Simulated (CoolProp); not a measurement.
Propylene along the isotherm 501.3 K: density (kg/m³) from the reference equation and from simpler models built on Tc = 364.2 K, pc = 4555 kPa, ω = 0.146; each cubic takes its own stable root.

Values from CoolProp's reference Helmholtz-energy equation of state, Lemmon 2013.

```tsv
p (kPa)	phase	reference	ideal gas	van der Waals	Redlich-Kwong	Soave-Redlich-Kwong	Peng-Robinson
72	gas	0.7283	0.7269	0.7284	0.7284	0.7282	0.7285
164	gas	1.663	1.656	1.664	1.663	1.662	1.664
373	gas	3.803	3.766	3.807	3.806	3.800	3.809
849	gas	8.767	8.571	8.790	8.783	8.751	8.795
1930	gas	20.52	19.48	20.67	20.61	20.43	20.66
4400	gas	50.09	44.42	51.41	50.69	49.50	50.75
10000	supercritical	131.6	101.0	144.3	134.5	125.8	132.1
22800	supercritical	294.5	230.2	272.4	290.9	272.5	293.2
```
